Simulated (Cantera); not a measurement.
A closed system holds: 1 mol C2H5OH, 56 mol H2, a varied amount of N2, at 2800 °C and 1.05 Torr.

Cantera equilibrium calculation (NASA polynomials, part measured and part estimated; ideal gas, pure solids and liquids). Candidate condensed phases: C, C6H6, C7H8, C8H18, H2O; 136 gas species. Kinetics and transport are ignored.

### Question
At 6.6 mol N2, list the 4 most abundant gas species with their mole fractions, and the condensed phases.

### Answer
H 0.902, N2 0.0524, H2 0.0295, CO 0.00815. Condensed: gas only.
